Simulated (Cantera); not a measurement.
Input: 1 mol borazine, 1.1 mol O2, 0.15 mol N2, at 1148 K and 190 Pa.

Method: chemical equilibrium by Gibbs-energy minimisation in Cantera with the NASA 1993 tables (ideal gas, pure condensed phases). Candidate condensed phases: B, BN, B2O3, B3O3H3, H2O; 39 gas species. The feed counts by its element totals alone. Mutual solubility and eutectic melting of coexisting phases are not modelled. Rates play no part.

Base state: H2 0.772, N2 0.227, H2O 0.000532, HBO2 0.000203 (mole fractions); condensed: BN(s) + B2O3(l).

Q: What changes in the equilibrium state with this change: pressure from 190 Pa to 38000 Pa?

A: 
```csv
species,before,after
H2,0.772,0.770
N2,0.227,0.227
H2O,0.000532,0.00310
HBO2,0.000203,3.46e-5
NH3,1.51e-7,3.01e-5
"BN(s), mol",1.53,1.54
"B2O3(l), mol",0.732,0.729
```
Gases not in the tables: H3BO3.

Q: What changes in the equilibrium state with this change: pressure from 190 Pa to 13300 Pa?

A: 
| species | before | after |
|---|---|---|
| H2 | 0.772 | 0.771 |
| N2 | 0.227 | 0.227 |
| H2O | 0.000532 | 0.00219 |
| HBO2 | 0.000203 | 4.91e-5 |
| NH3 | 1.51e-7 | 1.06e-5 |
| BN(s), mol | 1.53 | 1.54 |
| B2O3(l), mol | 0.732 | 0.730 |
Gases not in the tables: H3BO3.

Q: What changes in the equilibrium state with this change: temperature from 1148 K to 1848.15 K?

A: 
| species | before | after |
|---|---|---|
| H2 | 0.772 | 0.498 |
| N2 | 0.227 | 0.222 |
| HBO | 9.13e-6 | 0.117 |
| B2O2 | 2.83e-9 | 0.0959 |
| BO | <1e-9 | 0.0342 |
| B2O3 | 8.15e-7 | 0.0208 |
| B2O | <1e-9 | 5.10e-5 |
| BH2 | <1e-9 | 1.40e-5 |
| BN(s), mol | 1.53 | 0.929 |
| B2O3(l), mol | 0.732 | 0 |
The tables' values for BH2 are old estimates; treat these amounts as uncertain.
